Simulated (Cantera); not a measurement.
A perfectly stirred reactor is fed with CH4 : O2 : N2 = 1 : 1.25 : 4.7 (molar parts), at 7500 Torr; it is adiabatic with a 475 K inlet, and is followed from long to short residence time, starting on the burning branch (τ in s: 0.067, 0.034, 0.018, 0.0091, 0.0047, 0.0024, 0.0012, 0.00063, 0.00033, 0.00017, 8.6e-05, 4.4e-05).

Cantera simulation using GRI-Mech 3.0 (53 species, 325 reactions); the numbers are that mechanism's predictions, not measurements.

### Question
What does this change do: inlet temperature 475 to 350 K?

### Answer
| quantity | before | after |
|---|---|---|
| blow-out, bracketed by the residence times tried | burning at 0.330 ms, out at 0.170 ms | burning at 0.630 ms, out at 0.330 ms |
| x(CH4) at τ = 67.0 ms | 0.00273 | 0.00499 |
| x(O2) at τ = 67.0 ms | 0.000112 | 0.000208 |
| x(CH3) at τ = 67.0 ms | 8.20e-5 | 9.42e-5 |
| x(H) at τ = 67.0 ms | 0.000139 | 7.95e-5 |
| x(CH2) at τ = 67.0 ms | 1.64e-7 | 1.27e-7 |
| x(CH4) at τ = 1.20 ms | 0.0113 | 0.0157 |
| x(O2) at τ = 1.20 ms | 0.00399 | 0.00698 |
| x(CH3) at τ = 1.20 ms | 0.000640 | 0.000584 |
| x(H) at τ = 1.20 ms | 0.000187 | 0.000108 |
| x(CH2) at τ = 1.20 ms | 3.00e-6 | 1.92e-6 |
